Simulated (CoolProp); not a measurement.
Saturation properties of n-perfluoropentane (Tc = 421.0 K, pc = 2.063 MPa, ω = 0.436).

The numbers come from the reference Helmholtz-energy equation of state, Gao 2022 in CoolProp.

```tsv
T (K)	p (MPa)	liquid density (kg/m³)	vapour density (kg/m³)	liquid cp (kJ/(kg K))
325.9	0.2223	[?]	[?]	[?]
330	[?]	1492	29.66	1.114
334.2	0.2847	1476	33.51	[?]
338.3	[?]	1460	37.67	1.133
342.4	0.3585	1443	42.25	1.142
346.6	0.4015	1425	47.42	1.153
350.7	0.4472	1408	53.00	[?]
354.8	0.4967	1389	59.14	1.175
359	[?]	1370	66.09	1.187
```

Problem. Complete the blanks.

Solution. 
- 325.9, liquid density (kg/m³): 1508
- 325.9, vapour density (kg/m³): 26.25
- 325.9, liquid cp (kJ/(kg K)): 1.105
- 330, p (MPa): 0.2517
- 334.2, liquid cp (kJ/(kg K)): 1.123
- 338.3, p (MPa): 0.3200
- 350.7, liquid cp (kJ/(kg K)): 1.163
- 359, p (MPa): 0.5515

It boils at 302.5 K under 1 atm.
